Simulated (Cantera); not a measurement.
Cantera run:

```python
import numpy as np
import cantera as ct

gas_names = """
    AL ALH ALN AL2 H H2 N NH NH2 NH3 N2 N2H2 N2H4
""".split()
cond_names = """
    AL(cr) AL(L) ALN(s)
""".split()


# ... load() reads the species with a 1 bar reference pressure and builds the phases ...
atoms = {
    'Al': {'AL': 1},
    'NH3': {'N': 1, 'H': 3},
    'H2': {'H': 2},
    'N2': {'N': 2},
}
top_T = {'ALN(s)': 2750}  # K; cautious upper limits of use, not melting points


# ... equilibrate(T, P, feed) seeds the gas with the atoms and calls Mixture.equilibrate('TP', solver="vcs", rtol=1e-11, max_steps=5000) ...
results = []
feed = {'Al': 1, 'NH3': 4.8, 'H2': 37, 'N2': 6}  # mol
T = 1750  # K
P = 133.322  # Pa
mix = equilibrate(T, P, feed)
results.append((T, P, feed, dict(zip(mix.species_names, mix.species_moles))))
x = sorted(zip(gas.X, gas.species_names), reverse=True)
print(f"T = {T:g} K  P = {P:g} Pa  gas = {mix.phase_moles(0):.4g} mol")
print("   x: " + "  ".join(f"{s} {v:.3e}" for v, s in x if v > 1e-06))
print("   condensed (mol): " + ("  ".join(f"{mix.phase(i).name} {mix.phase_moles(i):.4g}"
      for i in range(1, mix.n_phases) if mix.phase_moles(i) > 1e-12) or "none"))
```

It prints:

```
T = 1750 K  P = 133.322 Pa  gas = 52.63 mol
   x: H2 8.369e-01  N2 1.525e-01  H 5.827e-03  AL 4.718e-03  ALH 8.245e-05
   condensed (mol): ALN(s) 0.7474
```

Equilibrium computed with Cantera from the NASA thermochemical tables; the gas is ideal and each condensed phase is pure.
